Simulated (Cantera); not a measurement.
N2O furnace oxynitridation

An isothermal, constant-pressure homogeneous reactor starts with 90.3 % N2O, 9.70 % O2, at 1150 K and 1.50 bar.

Cantera simulation using GRI-Mech 3.0 (53 species, 325 reactions); the numbers are that mechanism's predictions, not measurements. GRI-Mech 3.0 was tuned for natural gas; its chemistry of N2O as a main component is partial and can be far from experiment. The mechanism lacks the step 2 NO + O2 → 2 NO2, which can matter for NO2 below about 1400 K. The temperature is held fixed by assumption; the heat of reaction is taken as removed at once.

| t (s) | x N2O | x O2 | x NO | x NO2 | x O |
|---|---|---|---|---|---|
| 0.000100 | 0.903 | 0.0970 | 2.30e-6 | 1.02e-10 | 7.41e-7 |
| 0.000289 | 0.903 | 0.0970 | 6.89e-6 | 9.14e-10 | 7.41e-7 |
| 0.000838 | 0.903 | 0.0971 | 2.02e-5 | 7.81e-9 | 7.41e-7 |
| 0.00242 | 0.902 | 0.0973 | 5.86e-5 | 6.42e-8 | 7.41e-7 |
| 0.00702 | 0.900 | 0.0978 | 0.000169 | 4.97e-7 | 7.40e-7 |
| 0.0203 | 0.895 | 0.0993 | 0.000485 | 3.38e-6 | 7.38e-7 |
| 0.0588 | 0.879 | 0.104 | 0.00137 | 1.74e-5 | 7.29e-7 |
| 0.170 | 0.837 | 0.116 | 0.00378 | 6.20e-5 | 7.05e-7 |
| 0.492 | 0.732 | 0.145 | 0.00958 | 0.000171 | 6.43e-7 |
| 1.43 | 0.521 | 0.205 | 0.0202 | 0.000371 | 5.09e-7 |
| 4.12 | 0.243 | 0.286 | 0.0309 | 0.000579 | 2.96e-7 |
| 11.9 | 0.0496 | 0.345 | 0.0342 | 0.000671 | 8.26e-8 |
| 34.6 | 0.00123 | 0.360 | 0.0335 | 0.00101 | 6.02e-9 |
| 100 | 3.20e-7 | 0.360 | 0.0333 | 0.00116 | 4.10e-9 |
x: mole fraction; the columns are a selection and need not sum to one.

Equilibrium at this temperature and pressure: N2O 1.24e-8, O2 0.378, NO 0.000157, NO2 5.60e-6, O 4.20e-9 (gas phase only).
